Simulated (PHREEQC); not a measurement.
Make-up at 20 °C and 100 atm: 0.00096 mol FeCl3, 0.12 mol ZnCl2 and 0.0018 mol NaHCO3 per kg of water. Closed to the air; pH follows from the charge balance.

Computed with PHREEQC (ion-association model, phreeqc.dat).

Q: The ionic strength comes out as 0.332 mol/kgw. What activity coefficients do Cl-, Na+, Fe+3, Fe2(OH)2+4, ZnCl+ get?

A: Cl- 0.68, Na+ 0.73, Fe+3 0.11, Fe2(OH)2+4 0.0072, ZnCl+ 0.68.

This is a speciation only: nothing precipitates in the calculation. The solution is supersaturated, for example in Hematite (slow to form), Goethite (slow to form), so a real one may precipitate; this is no full list. Under pressure, the constants of complexes without a molar volume in the database are unreliable.
